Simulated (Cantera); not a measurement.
# Adiabatic ignition

An adiabatic, constant-volume homogeneous reactor starts with 17.3 % CO, 4.32 % H₂, 0.933 % CH₄, 15.3 % O₂, 57.4 % N₂, 4.84 % H₂O, equivalence ratio 0.83, at 1725 K and 9.10 bar.

Computed with Cantera and GRI-Mech 3.0 (53 species, 325 reactions). Above 3000 K some thermodynamic fits are extrapolated.

| t (s) | T (K) | P (bar) | x CO | x H₂ | x CH₄ | x N₂O | x C₂H₂ | x HO₂ |
|---|---|---|---|---|---|---|---|---|
| 3.00e-6 | 2459 | 12.6 | 0.110 | 0.00962 | <1e-12 | 1.53e-6 | <1e-12 | 5.77e-5 |
| 1.39e-5 | 3060 | 15.1 | 0.0622 | 0.00617 | <1e-12 | 3.51e-6 | <1e-12 | 3.24e-5 |
| 6.46e-5 | 3046 | 15.0 | 0.0620 | 0.00621 | <1e-12 | 3.63e-6 | <1e-12 | 2.95e-5 |
| 0.000300 | 3035 | 15.0 | 0.0620 | 0.00624 | <1e-12 | 3.85e-6 | <1e-12 | 2.76e-5 |
| 0.00139 | 3035 | 15.0 | 0.0620 | 0.00624 | <1e-12 | 3.86e-6 | <1e-12 | 2.76e-5 |
| 0.00646 | 3035 | 15.0 | 0.0620 | 0.00624 | <1e-12 | 3.86e-6 | <1e-12 | 2.76e-5 |
| 0.0300 | 3035 | 15.0 | 0.0620 | 0.00624 | <1e-12 | 3.86e-6 | <1e-12 | 2.76e-5 |
| 0.139 | 3035 | 15.0 | 0.0620 | 0.00624 | <1e-12 | 3.86e-6 | <1e-12 | 2.76e-5 |
| 0.646 | 3035 | 15.0 | 0.0620 | 0.00624 | <1e-12 | 3.86e-6 | <1e-12 | 2.76e-5 |
| 3.00 | 3035 | 15.0 | 0.0620 | 0.00624 | <1e-12 | 3.86e-6 | <1e-12 | 2.76e-5 |
x: mole fraction; the columns are a selection and need not sum to one.

The time of steepest temperature rise is 1.99 µs. The temperature at 3.00 s is 3035 K. The equilibrium temperature is 3035 K and the x(CO) at 3.00 s is 0.0620 (gas-phase equilibrium 0.0620). The x(H₂) at 3.00 s is 0.00624 (gas-phase equilibrium 0.00624) and the x(CH₄) at 3.00 s is <1e-12 (gas-phase equilibrium <1e-12).
